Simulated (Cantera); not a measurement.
Input (Python, Cantera):

```python
import numpy as np
import cantera as ct

gas = ct.Solution("gri30.yaml")
gas.TPX = 1048, 2666, {'H2': 0.34, 'O2': 1, 'N2': 0.39}
reactor = ct.IdealGasConstPressureReactor(gas, energy="off", clone=False)
net = ct.ReactorNet([reactor])
net.rtol, net.atol = 1e-08, 1e-18
show = ['H2', 'O2', 'NO', 'O', 'H2O', 'H2O2']
times = np.geomspace(3e-06, 2, 14)

steps = ct.SolutionArray(gas, extra=["t"])
rows = []
print(f"{'t/s':>10s}{'T/K':>9s}{'P/Pa':>11s}" + "".join(f"{s:>11s}" for s in show))
for t in times:
    while net.time < t:
        t_next = net.step()
        steps.append(gas.state, t=t_next)
    rows.append([np.interp(t, steps.t, y) for y in (steps.T, steps.P, *steps(*show).X.T)])
    print(f"{t:10.3e}{rows[-1][0]:9.1f}{rows[-1][1]:11.4g}" + "".join(f"{x:11.3e}" for x in rows[-1][2:]))
rate = np.gradient(steps.T, steps.t)
print("integrator steps:", len(steps.t))
if steps.T.max() > steps.T[0] + 200:
    print(f"time of steepest temperature rise: {steps.t[rate.argmax()]:.4e} s")
gas.TPX = 1048, 2666, {'H2': 0.34, 'O2': 1, 'N2': 0.39}
gas.equilibrate("TP")
print(f"equilibrium (TP): T = {gas.T:.1f} K  " + "  ".join(f"{s} {gas[s].X[0]:.3e}" for s in show))
```

Output:

```
       t/s      T/K       P/Pa         H2         O2         NO          O        H2O       H2O2
 3.000e-06   1048.0       2666  1.965e-01  5.780e-01  5.849e-28  4.181e-13  3.700e-14  2.462e-16
 8.416e-06   1048.0       2666  1.965e-01  5.780e-01  1.339e-26  3.135e-12  7.295e-13  1.934e-15
 2.361e-05   1048.0       2666  1.965e-01  5.780e-01  3.167e-25  2.224e-11  1.258e-11  1.522e-14
 6.624e-05   1048.0       2666  1.965e-01  5.780e-01  7.379e-24  1.498e-10  1.850e-10  1.201e-13
 1.858e-04   1048.0       2666  1.965e-01  5.780e-01  1.915e-22  1.324e-09  3.206e-09  9.585e-13
 5.213e-04   1048.0       2666  1.965e-01  5.780e-01  8.639e-20  8.301e-08  2.736e-07  9.656e-12
 1.462e-03   1048.0       2666  1.745e-01  5.672e-01  3.606e-10  4.409e-03  1.575e-02  1.266e-07
 4.103e-03   1048.0       2666  6.336e-03  5.155e-01  5.919e-07  1.724e-02  1.923e-01  7.548e-07
 1.151e-02   1048.0       2666  7.132e-04  5.304e-01  6.817e-07  1.746e-03  2.160e-01  8.284e-07
 3.229e-02   1048.0       2666  6.396e-05  5.318e-01  6.809e-07  1.475e-04  2.177e-01  4.290e-07
 9.058e-02   1048.0       2666  7.312e-06  5.320e-01  6.781e-07  1.989e-05  2.179e-01  1.658e-07
 2.541e-01   1048.0       2666  1.159e-06  5.320e-01  6.775e-07  3.991e-06  2.179e-01  6.223e-08
 7.129e-01   1048.0       2666  2.562e-07  5.320e-01  6.788e-07  1.027e-06  2.179e-01  2.374e-08
 2.000e+00   1048.0       2666  6.997e-08  5.320e-01  6.804e-07  3.039e-07  2.179e-01  9.068e-09
integrator steps: 1528
equilibrium (TP): T = 1048.0 K  H2 6.311e-10  O2 5.320e-01  NO 4.667e-05  O 2.845e-09  H2O 2.179e-01  H2O2 1.314e-10
```

Cantera simulation using GRI-Mech 3.0 (53 species, 325 reactions); the numbers are that mechanism's predictions, not measurements. Radical loss at walls, strong at low pressure, is not modelled. The temperature is held fixed by assumption; the heat of reaction is taken as removed at once.
